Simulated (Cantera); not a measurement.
A perfectly stirred reactor is fed with H2 : O2 : N2 = 0.19 : 1 : 3.5 (molar parts), equivalence ratio 0.095, at 0.0267 bar; it is held at 1350 K, and followed from long to short residence time.

Computed with Cantera and the H2/O2 subset of GRI-Mech 3.0, which has no nitrogen chemistry. Radical loss at walls, strong at low pressure, is not modelled. The temperature is held fixed by assumption; the heat of reaction is taken as removed at once.

Task: What does this change do: N2 3.5 to 9.8 parts?

Result: 
| quantity | before | after |
|---|---|---|
| x(H2) at τ = 2.00 s | 0.000142 | 0.000114 |
| x(O2) at τ = 2.00 s | 0.196 | 0.0825 |
| x(HO2) at τ = 2.00 s | 6.36e-7 | 3.03e-7 |
| x(H) at τ = 2.00 s | 0.000168 | 0.000198 |
| x(O) at τ = 2.00 s | 0.00120 | 0.00100 |
| x(H2) at τ = 16.0 ms | 0.00179 | 0.00106 |
| x(O2) at τ = 16.0 ms | 0.189 | 0.0801 |
| x(HO2) at τ = 16.0 ms | 1.45e-6 | 5.28e-7 |
| x(H) at τ = 16.0 ms | 0.00709 | 0.00397 |
| x(O) at τ = 16.0 ms | 0.0143 | 0.00707 |
